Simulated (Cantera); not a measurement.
Input: 1 mol NF₃, 0.44 mol SO₂, 1 mol H₂, held at 3225 K and 1000 Pa.

Cantera equilibrium calculation (NASA polynomials, part measured and part estimated; ideal gas, pure solids and liquids). Candidate condensed phases: H₂O, H₂SO₄, S; 62 gas species. Equilibrium is a limit: real reactors are often held back by kinetics, nucleation or transport.

Base state: HF 0.298, F 0.284, O 0.142, N₂ 0.0955, H 0.0858, S 0.0691, SO 0.0149, O₂ 0.00374 (mole fractions); condensed: gas only.

Problem. What changes in the equilibrium state with this change: H₂ from 1 to 18 mol?

Solution. 
```tsv
species	before	after
H	0.0858	0.795
HF	0.298	0.0768
H₂	0.000815	0.0699
F	0.284	0.00789
SO	0.0149	0.000365
O	0.142	0.0205
N₂	0.0955	0.0140
S	0.0691	0.0118
SO₂	0.000625	2.21e-6
SF	0.000106	5.04e-7
O₂	0.00374	7.76e-5
```

Problem. What changes in the equilibrium state with this change: H₂ from 1 to 1.3 mol?

Solution. 
```json
[
 {"species": "HF", "before": "0.298", "after": "0.340"},
 {"species": "F", "before": "0.284", "after": "0.212"},
 {"species": "O", "before": "0.142", "after": "0.135"},
 {"species": "H", "before": "0.0858", "after": "0.131"},
 {"species": "SO", "before": "0.0149", "after": "0.0135"},
 {"species": "N₂", "before": "0.0955", "after": "0.0906"},
 {"species": "S", "before": "0.0691", "after": "0.0662"},
 {"species": "H₂", "before": "0.000815", "after": "0.00190"},
 {"species": "H₂O", "before": "5.49e-5", "after": "0.000121"},
 {"species": "SH", "before": "0.000161", "after": "0.000235"},
 {"species": "OH", "before": "0.00226", "after": "0.00326"},
 {"species": "SF", "before": "0.000106", "after": "7.61e-5"}
]
```
